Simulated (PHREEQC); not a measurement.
Solution (45 °C): 23 mmol/kgw KH2PO4 and 31.9 mmol/kgw HF. Closed to the air; pH follows from the charge balance.

Model: ion-association model, phreeqc.dat, run in PHREEQC.

```
Quantity                      Result
--------------------  --------------
pH                              2.72
ionic strength        0.0252 mol/kgw
specific conductance      4540 µS/cm
total alkalinity        -31.9 meq/kg
```

```tsv
species	molality	activity	log γ
HF	0.0237	0.0239	0.003
K+	0.0230	0.0196	-0.071
H2PO4-	0.0177	0.0152	-0.065
F-	0.00678	0.00576	-0.071
H3PO4	0.00530	0.00533	0.003
H+	0.00217	0.00190	-0.057
```

This is a speciation only: nothing precipitates in the calculation. Species that the database lacks are ignored. Away from 25 °C the constants follow the database's enthalpies or fits; those with neither stay at their 25 °C values.
